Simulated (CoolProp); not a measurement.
Isobutene along the isotherm 180.25 °C: Z from the reference equation and from simpler models built on Tc = 144.9 °C, pc = 4016 kPa, ω = 0.193; each cubic takes its own stable root.

The numbers come from the reference Helmholtz-energy equation of state, Lemmon 2005 in CoolProp. It is a short technical equation, of lower accuracy than the large ones.

| p (kPa) | phase | reference |
|---|---|---|
| 548 | gas | 0.9629 |
| 1100 | gas | 0.9236 |
| 1640 | gas | 0.8832 |
| 2190 | gas | 0.8396 |
| 2740 | gas | 0.7932 |
| 3290 | gas | 0.7436 |
| 3830 | gas | 0.6912 |
| 4380 | supercritical | 0.6335 |
| 4930 | supercritical | 0.5707 |
| 5480 | supercritical | 0.5033 |
| 6020 | supercritical | 0.4393 |

Problem. How far does each simpler model (van der Waals, Redlich-Kwong, Peng-Robinson) lie from the reference over these 11 states: mean and median of the absolute difference, and the worst?

Solution. 
- van der Waals: mean 2.6 %, median 1.2 %, worst -10.8 % at 180.25 °C and 5480 kPa
- Redlich-Kwong: mean 0.5 %, median 0.1 %, worst -2.2 % at 180.25 °C and 5480 kPa
- Peng-Robinson: mean 1.4 %, median 1.4 %, worst +3.2 % at 180.25 °C and 6020 kPa
